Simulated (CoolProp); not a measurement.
Properties of dry air along the isobar 0.101 MPa (Tc = -140.6 °C, pc = 3.786 MPa, ω = 0.034).

Computed with CoolProp (reference Helmholtz-energy equation of state, Lemmon 2000). It is a pseudo-pure fit of the blend.

```csv
T (°C),phase,density (kg/m³),speed of sound (m/s),fugacity coefficient
-156.05,gas,3.045,215.5,0.9871
-119.95,gas,2.310,247.6,0.9942
-83.85,gas,1.864,275.7,0.9971
-47.75,gas,1.563,301.0,0.9985
-11.65,gas,1.347,324.3,0.9992
24.55,gas,1.182,346.0,0.9997
60.65,gas,1.054,366.3,0.9999
```
